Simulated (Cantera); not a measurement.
A Cantera script and its output.

```python
import numpy as np
import cantera as ct

gas = ct.Solution("gri30.yaml", transport_model="multicomponent")
show = ['NH3', 'C2H2', 'H2']

rows = []
print(f"{'T/K':>7s}{'rho':>11s}{'cp':>10s}{'mu':>11s}{'lambda':>11s}{'Pr':>7s}" + "".join(f"{'D_' + s:>11s}" for s in show))
for T in [400, 550, 700, 850, 1000, 1150, 1300, 1450, 1600]:
    gas.TPX = T, 14, {'N2': 0.88}
    Pr = gas.cp_mass * gas.viscosity / gas.thermal_conductivity
    D = [gas.mix_diff_coeffs_mole[gas.species_index(s)] for s in show]
    rows.append([gas.density, gas.cp_mass, gas.viscosity, gas.thermal_conductivity, Pr, *D])
    print(f"{T:7g}{gas.density:11.4e}{gas.cp_mass:10.1f}{gas.viscosity:11.4e}"
          f"{gas.thermal_conductivity:11.4e}{Pr:7.3f}" + "".join(f"{d:11.4e}" for d in D))
print("SI units: kg/m3, J/kg/K, Pa s, W/m/K, m2/s")
```

Output:

```
    T/K        rho        cp         mu     lambda     Pr      D_NH3     D_C2H2       D_H2
    400 1.1793e-04    1046.6 2.2340e-05 3.2949e-02  0.710 2.7664e-01 2.0309e-01 9.1824e-01
    550 8.5764e-05    1065.3 2.7888e-05 4.2026e-02  0.707 4.9678e-01 3.5515e-01 1.5667e+00
    700 6.7386e-05    1095.3 3.2807e-05 5.0908e-02  0.706 7.6414e-01 5.3772e-01 2.3420e+00
    850 5.5495e-05    1133.9 3.7305e-05 5.9941e-02  0.706 1.0738e+00 7.4801e-01 3.2338e+00
   1000 4.7170e-05    1169.5 4.1498e-05 6.8763e-02  0.706 1.4223e+00 9.8401e-01 4.2345e+00
   1150 4.1018e-05    1195.4 4.5455e-05 7.7002e-02  0.706 1.8070e+00 1.2442e+00 5.3382e+00
   1300 3.6285e-05    1217.7 4.9222e-05 8.4947e-02  0.706 2.2260e+00 1.5275e+00 6.5402e+00
   1450 3.2531e-05    1236.7 5.2832e-05 9.2610e-02  0.706 2.6775e+00 1.8328e+00 7.8363e+00
   1600 2.9481e-05    1252.9 5.6307e-05 1.0000e-01  0.705 3.1604e+00 2.1593e+00 9.2231e+00
SI units: kg/m3, J/kg/K, Pa s, W/m/K, m2/s
```

Computed with Cantera and GRI-Mech 3.0 (53 species, 325 reactions).
